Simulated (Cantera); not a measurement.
Adiabatic ignition

An adiabatic, constant-volume homogeneous reactor starts with CH4 : O2 : N2 : H2O = 1 : 5.13 : 19.3 : 0.97 (molar parts), equivalence ratio 0.39, at 1673 K and 1.70 bar.

Detailed kinetics in Cantera: GRI-Mech 3.0 (53 species, 325 reactions).

| t (s) | T (K) | P (bar) | x CH4 | x O2 | x H2O | x NO | x HO2 | x CO2 |
|---|---|---|---|---|---|---|---|---|
| 3.00e-6 | 1673 | 1.70 | 0.0379 | 0.194 | 0.0367 | <1e-12 | 1.03e-6 | 8.65e-11 |
| 7.54e-6 | 1673 | 1.70 | 0.0379 | 0.194 | 0.0367 | <1e-12 | 2.41e-6 | 1.07e-9 |
| 1.89e-5 | 1673 | 1.70 | 0.0378 | 0.194 | 0.0368 | 1.00e-12 | 5.15e-6 | 1.73e-8 |
| 4.75e-5 | 1673 | 1.70 | 0.0376 | 0.194 | 0.0369 | 6.50e-12 | 1.09e-5 | 5.11e-7 |
| 0.000119 | 1704 | 1.73 | 0.0318 | 0.190 | 0.0416 | 3.21e-10 | 0.000126 | 0.000103 |
| 0.000300 | 2535 | 2.59 | <1e-12 | 0.115 | 0.104 | 0.000405 | 1.29e-5 | 0.0347 |
| 0.000754 | 2534 | 2.59 | <1e-12 | 0.115 | 0.104 | 0.00149 | 1.28e-5 | 0.0348 |
| 0.00189 | 2529 | 2.59 | <1e-12 | 0.113 | 0.105 | 0.00395 | 1.26e-5 | 0.0348 |
| 0.00475 | 2520 | 2.58 | <1e-12 | 0.111 | 0.105 | 0.00854 | 1.21e-5 | 0.0349 |
| 0.0119 | 2510 | 2.57 | <1e-12 | 0.109 | 0.105 | 0.0138 | 1.16e-5 | 0.0350 |
| 0.0300 | 2506 | 2.56 | <1e-12 | 0.108 | 0.105 | 0.0158 | 1.14e-5 | 0.0351 |
| 0.0754 | 2506 | 2.56 | <1e-12 | 0.108 | 0.105 | 0.0159 | 1.14e-5 | 0.0351 |
| 0.189 | 2506 | 2.56 | <1e-12 | 0.108 | 0.105 | 0.0159 | 1.14e-5 | 0.0351 |
| 0.475 | 2506 | 2.56 | <1e-12 | 0.108 | 0.105 | 0.0159 | 1.14e-5 | 0.0351 |
| 1.19 | 2506 | 2.56 | <1e-12 | 0.108 | 0.105 | 0.0159 | 1.14e-5 | 0.0351 |
| 3.00 | 2506 | 2.56 | <1e-12 | 0.108 | 0.105 | 0.0159 | 1.14e-5 | 0.0351 |
x: mole fraction; the columns are a selection and need not sum to one.

```json
{
 "time_of_steepest_temperature_rise": "0.143 ms",
 "temperature at 3.00 s": "2506 K",
 "equilibrium_temperature": "2506 K",
 "x(CH4) at 3.00 s": "<1e-12 (gas-phase equilibrium <1e-12)",
 "x(O2) at 3.00 s": "0.108 (gas-phase equilibrium 0.108)",
 "x(H2O) at 3.00 s": "0.105 (gas-phase equilibrium 0.105)"
}
```
